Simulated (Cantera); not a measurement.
Input (Python, Cantera) and output of one run.

```python
import numpy as np
import cantera as ct

gas_names = [...]  # 110 gases of nasa_gas.yaml made of C, H, O
cond_names = """
    C(gr) C6H6(L) C7H8(L) C8H18(L),n-octa H2O(s) H2O(L)
""".split()


# ... load() reads the species with a 1 bar reference pressure and builds the phases ...
atoms = {
    'C2H5OH': {'C': 2, 'H': 6, 'O': 1},
    'H2O': {'H': 2, 'O': 1},
}
top_T = {'C(gr)': 4500}  # K; cautious upper limits of use, not melting points


# ... equilibrate(T, P, feed) seeds the gas with the atoms and calls Mixture.equilibrate('TP', solver="vcs", rtol=1e-11, max_steps=5000) ...
results = []
T = 2148.15  # K
P = 100000  # Pa
for m in [0.73, 0.94, 1.2, 1.6, 2, 2.6, 3.4, 4.4]:
    feed = {'C2H5OH': 1, 'H2O': m}  # mol
    mix = equilibrate(T, P, feed)
    results.append((T, P, feed, dict(zip(mix.species_names, mix.species_moles))))

top = {s: max(r[3][s] / sum(r[3][g] for g in gas_names) for r in results) for s in gas_names}
cols = sorted((s for s in top if top[s] > 0.001), key=lambda s: -top[s])[:6]
seen = [c for c in cond_names if any(r[3].get(c, 0) > 1e-12 for r in results)]
print("log10 of partial pressures in bar; condensed amounts in mol")
print(f"{'n(H2O)':>10s}" + "".join(f"{s[:9]:>10s}" for s in cols + seen))
for T, P, feed, n in results:
    ng = sum(n[g] for g in gas_names)
    print(f"{feed['H2O']:10.4g}" + "".join(f"{np.log10(max(n[s] / ng * P / 1e5, 1e-99)):10.3f}" for s in cols)
          + "".join(f"{n.get(c, 0):10.4g}" for c in seen))
```

Output:

```
log10 of partial pressures in bar; condensed amounts in mol
    n(H2O)        H2       H2O        CO       CO2         H C2H2,acet     C(gr)
      0.73    -0.168    -4.837    -0.500    -5.877    -2.464    -2.886     0.255
      0.94    -0.177    -4.828    -0.482    -5.841    -2.468    -2.894   0.04416
       1.2    -0.190    -1.533    -0.496    -2.546    -2.475    -9.553         0
       1.6    -0.214    -1.082    -0.531    -2.107    -2.487   -10.594         0
         2    -0.236    -0.884    -0.563    -1.920    -2.498   -11.121         0
       2.6    -0.267    -0.715    -0.610    -1.766    -2.513   -11.645         0
       3.4    -0.304    -0.580    -0.667    -1.651    -2.532   -12.140         0
       4.4    -0.346    -0.476    -0.732    -1.570    -2.553   -12.604         0
```

These are equilibrium values from Cantera (NASA tables, ideal gas, pure condensed phases), not measurements of a reactor.
